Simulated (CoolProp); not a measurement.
Vapour-liquid equilibrium of carbon dioxide (1) + R152A (2) at -11.35 °C; x and y are mole fractions of (1).

Values from CoolProp's multi-fluid Helmholtz-energy mixture model, Span 1996 and Outcalt 1996; pair parameters Bell 2016.

### Question
Give the bubble pressure and the first vapour's composition at x = 0.5, 0.575, 0.95. Is there an azeotrope?

### Answer
x = 0.5: 1.280 MPa, y = 0.908; x = 0.575: 1.451 MPa, y = 0.927; x = 0.95: 2.399 MPa, y = 0.992. No azeotrope shows between x = 0.05 and 0.95.

The pair parameters rest on a limited set of measurements; away from them the model extrapolates.
